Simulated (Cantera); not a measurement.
A Cantera script and its output.

```python
import numpy as np
import cantera as ct

gas = ct.Solution("gri30.yaml")
gas.TPX = 1500, 1333, {'C2H6': 1, 'N2': 19}
inlet = ct.Reservoir(gas, clone=True)

reactor = ct.IdealGasConstPressureReactor(gas, energy="off", clone=False)
exhaust = ct.Reservoir(gas, clone=True)
tau = [1.8, 0.96, 0.52, 0.28, 0.15, 0.084, 0.046, 0.025, 0.014, 0.0075, 0.0041][0]
for a, b in ((inlet, reactor), (reactor, exhaust)):
    ct.MassFlowController(a, b, mdot=lambda t: reactor.mass / tau)
net = ct.ReactorNet([reactor])
show = ['C2H6', 'C2H', 'H2', 'C2H2', 'CH3', 'C2H4']

rows = []
print(f"{'tau/s':>10s}{'T/K':>9s}" + "".join(f"{s:>11s}" for s in show))
for tau in [1.8, 0.96, 0.52, 0.28, 0.15, 0.084, 0.046, 0.025, 0.014, 0.0075, 0.0041]:
    net.initial_time = 0.0
    net.advance(30 * tau)
    before = gas.X
    net.advance(40 * tau)
    drift = np.max(np.abs(gas.X - before) / (gas.X + 1e-9))
    rows.append([gas.T, *gas[show].X, drift])
    print(f"{tau:10.3e}{gas.T:9.1f}" + "".join(f"{x:11.3e}" for x in gas[show].X))
```

It prints:

```
     tau/s      T/K       C2H6        C2H         H2       C2H2        CH3       C2H4
 1.800e+00   1500.0  1.159e-04  1.793e-07  7.794e-02  4.078e-02  3.960e-04  6.213e-04
 9.600e-01   1500.0  2.061e-04  1.909e-07  7.489e-02  3.946e-02  5.275e-04  1.045e-03
 5.200e-01   1500.0  3.611e-04  2.021e-07  7.134e-02  3.779e-02  6.947e-04  1.721e-03
 2.800e-01   1500.0  6.351e-04  2.125e-07  6.711e-02  3.558e-02  9.139e-04  2.805e-03
 1.500e-01   1500.0  1.120e-03  2.206e-07  6.211e-02  3.265e-02  1.202e-03  4.478e-03
 8.400e-02   1500.0  1.894e-03  2.232e-07  5.675e-02  2.913e-02  1.547e-03  6.701e-03
 4.600e-02   1500.0  3.258e-03  2.170e-07  5.042e-02  2.455e-02  2.009e-03  9.722e-03
 2.500e-02   1500.0  5.605e-03  1.967e-07  4.326e-02  1.903e-02  2.605e-03  1.323e-02
 1.400e-02   1500.0  9.245e-03  1.622e-07  3.588e-02  1.336e-02  3.288e-03  1.617e-02
 7.500e-03   1500.0  1.527e-02  1.127e-07  2.752e-02  7.672e-03  4.052e-03  1.747e-02
 4.100e-03   1500.0  2.323e-02  6.463e-08  1.936e-02  3.535e-03  4.578e-03  1.564e-02
```

Detailed kinetics in Cantera: GRI-Mech 3.0 (53 species, 325 reactions). GRI-Mech 3.0 stops at C3 and has no aromatics, soot or wall deposition, so with more carbon than oxygen in the feed, carbon stays in small species such as C2H2 where larger ones or solid carbon would form. Radical loss at walls, strong at low pressure, is not modelled.
